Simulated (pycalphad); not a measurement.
Source of the numbers: pycalphad with the COST 507 light-alloy database (1999); pressure 1 atm. These are 1990s assessments: newer ones move some temperatures and phases. Diffusion is slow at the low end, where real alloys seldom reach equilibrium.

Molar enthalpy of Fe-0.27Si (at.%) in equilibrium (SER reference):

| T (°C) | H (kJ/mol) | phases |
|---|---|---|
| 1977 | 92.22 | LIQUID |
| 1897 | 88.54 | LIQUID |
| 1817 | 84.87 | LIQUID |
| 1737 | 81.19 | LIQUID |
| 1657 | 77.51 | LIQUID |
| 1577 | 73.84 | LIQUID |
| 1537 | 72.00 | LIQUID |
| 1497 | 56.56 | BCC_A2 |
| 1457 | 54.92 | BCC_A2 |
| 1417 | 53.30 | BCC_A2 |
| 1337 | 49.42 | FCC_A1 |
| 1257 | 46.44 | FCC_A1 |
| 1177 | 43.51 | FCC_A1 |
| 1097 | 40.64 | FCC_A1 |
| 1017 | 37.83 | FCC_A1 |
| 937 | 35.07 | FCC_A1 |
| 857 | 30.86 | BCC_A2 |
| 777 | 27.14 | BCC_A2 |
| 697 | 22.76 | BCC_A2 |
| 617 | 18.96 | BCC_A2 |
| 537 | 15.61 | BCC_A2 |
| 457 | 12.58 | BCC_A2 |
| 377 | 9.80 | BCC_A2 |
| 297 | 7.22 | BCC_A2 |

Cooling from 1537 °C to 1497 °C, across the freezing range, releases 15.4 kJ/mol, or 277 J/g. The slope is 46 J/(mol K) in the liquid and 41 J/(mol K) just below the solidus, where it includes any heat of precipitation. Liquidus 1536 °C, solidus 1534 °C. Changes were sought between steps of 40 K, so a narrower field can be missed.

FCC_A1 is fcc; BCC_A2 is bcc.
